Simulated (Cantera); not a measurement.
Input: 1 mol MgO, 0.75 mol Br₂, 0.26 mol H₂, held at 33.0 mbar.

Equilibrium computed with Cantera from the NASA thermochemical tables; the gas is ideal and each condensed phase is pure. Candidate condensed phases: Br₂, H₂O, Mg, MgBr₂, MgO, Mg(OH)₂; 20 gas species. Kinetics and transport are ignored.

Q: What share of the Mg ends up in condensed phases as a function of T (K), at 948, 998, 1048, 1098, 1148, 1198, 1248, 1298, 1348, 1398, 1448, 1498, 1548, 1598?

A: 
```
T (K)  Mg condensed (%)      as
-----  ----------------  ------
948                99.4  MgO(s)
998                99.2  MgO(s)
1048               98.8  MgO(s)
1098               98.4  MgO(s)
1148               97.9  MgO(s)
1198               97.3  MgO(s)
1248               96.7  MgO(s)
1298               96.0  MgO(s)
1348               95.3  MgO(s)
1398               94.5  MgO(s)
1448               93.7  MgO(s)
1498               92.8  MgO(s)
1548               92.0  MgO(s)
1598               91.1  MgO(s)
```
